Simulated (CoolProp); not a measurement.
Oxygen at 293.15 K and 0.249 MPa is throttled through a valve to 0.161 MPa with no heat exchange. Each further row changes one setting.

Model: reference Helmholtz-energy equation of state, Schmidt 1985, in CoolProp.

```csv
case,temperature change (K),final density (kg/m³)
as stated,-0.2,2.12
outlet pressure 0.0483 MPa,-0.6,?
outlet pressure 0.209 MPa,?,?
```

Task: Fill in the missing entries.

Result: 
- outlet pressure 0.0483 MPa, final density (kg/m³): 0.636
- outlet pressure 0.209 MPa, temperature change (K): -0.1
- outlet pressure 0.209 MPa, final density (kg/m³): 2.75
